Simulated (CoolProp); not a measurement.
Toluene at several states: density (kg/m³) from the reference equation and from simpler models built on Tc = 318.6 °C, pc = 41.26 bar, ω = 0.266; each cubic takes its own stable root.

Computed with CoolProp (reference Helmholtz-energy equation of state, Lemmon 2006). It is a short technical equation, of lower accuracy than the large ones.

```json
[
 {"T (°C)": "55.25", "p (bar)": "91.1", "phase": "liquid", "reference": "842.0", "van der Waals": "507.8", "Redlich-Kwong": "738.7", "Soave-Redlich-Kwong": "755.4", "Peng-Robinson": "849.3"},
 {"T (°C)": "119.15", "p (bar)": "1.09", "phase": "gas", "reference": "3.208", "van der Waals": "3.144", "Redlich-Kwong": "3.170", "Soave-Redlich-Kwong": "3.182", "Peng-Robinson": "3.186"},
 {"T (°C)": "97.85", "p (bar)": "30.8", "phase": "liquid", "reference": "795.9", "van der Waals": "475.6", "Redlich-Kwong": "692.7", "Soave-Redlich-Kwong": "715.0", "Peng-Robinson": "806.6"},
 {"T (°C)": "277.15", "p (bar)": "0.283", "phase": "gas", "reference": "0.5717", "van der Waals": "0.5713", "Redlich-Kwong": "0.5715", "Soave-Redlich-Kwong": "0.5716", "Peng-Robinson": "0.5718"},
 {"T (°C)": "108.05", "p (bar)": "0.119", "phase": "gas", "reference": "0.3476", "van der Waals": "0.3468", "Redlich-Kwong": "0.3471", "Soave-Redlich-Kwong": "0.3472", "Peng-Robinson": "0.3473"},
 {"T (°C)": "94.35", "p (bar)": "0.389", "phase": "gas", "reference": "1.194", "van der Waals": "1.183", "Redlich-Kwong": "1.187", "Soave-Redlich-Kwong": "1.189", "Peng-Robinson": "1.190"}
]
```
